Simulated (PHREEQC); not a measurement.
A column of 0.1 m (40 cells, dispersivity 0.0035 m, 720 s a shift, diffusion coefficient 3e-10 m²/s) holds 0.17 eq of the database's cation exchanger X per kg of pore water, first in equilibrium with 0.77 mmol/kgw CaCl2, 1.4 mmol/kgw BaCl2 and 0.01 mmol/kgw HCl. It is flushed with 0.0045 mol MgCl2, 0.057 mol SrCl2 and 1e-05 mol HCl per kg of water, at 25 °C. Values are for the last cell. No CO2 enters from the air. Nothing may precipitate in this run.

The series has 34 steps of pore volumes, from 0 to 4.963.

Model: ion-association model, phreeqc.dat, run in PHREEQC.

Question: After how many pore volumes does Sr at the outlet first reach half of its feed value?

Answer: By 2.4 pore volumes.

Question: After how many pore volumes does Mg at the outlet first reach half of its feed value?

Answer: By 1.7 pore volumes.
